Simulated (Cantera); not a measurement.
An adiabatic, constant-pressure homogeneous reactor starts with H2 : O2 : N2 = 1 : 0.877 : 9.65 (molar parts), equivalence ratio 0.57, at 1675 K and 0.300 bar.

Computed with Cantera and the H2/O2 subset of GRI-Mech 3.0, which has no nitrogen chemistry.

x: mole fraction; the columns are a selection and need not sum to one.

```csv
t (s),T (K),x H2,x O2,x H,x O,x OH,x HO2,x H2O
1.00e-5,1675,0.0867,0.0761,1.94e-6,4.30e-7,4.51e-7,8.09e-7,1.52e-6
2.80e-5,1675,0.0866,0.0760,9.47e-5,2.20e-5,2.30e-5,2.33e-6,0.000115
7.86e-5,1703,___,0.0369,___,0.0174,0.00800,___,0.0532
0.000220,1773,0.0117,0.0355,0.0283,0.0163,0.00860,2.63e-6,0.0572
0.000618,1897,0.0104,0.0344,0.0190,0.0129,0.00943,2.11e-6,0.0635
0.00173,2054,0.00746,0.0332,0.00875,0.00794,0.00938,1.49e-6,0.0727
0.00486,2183,0.00354,0.0328,0.00232,0.00335,0.00729,1.08e-6,0.0817
0.0136,2238,0.00146,0.0331,0.000568,0.00133,0.00494,1.14e-6,0.0862
0.0382,2242,0.00129,0.0331,0.000470,0.00117,0.00467,1.17e-6,0.0866
0.107,2242,0.00129,0.0331,0.000470,0.00117,0.00467,1.17e-6,0.0866
0.300,2242,0.00129,0.0331,0.000470,0.00117,0.00467,1.17e-6,0.0866
```

Q: Some entries are withheld; supply them.

A: 
- 7.86e-5, x H2: 0.0128
- 7.86e-5, x H: 0.0337
- 7.86e-5, x HO2: 2.99e-6
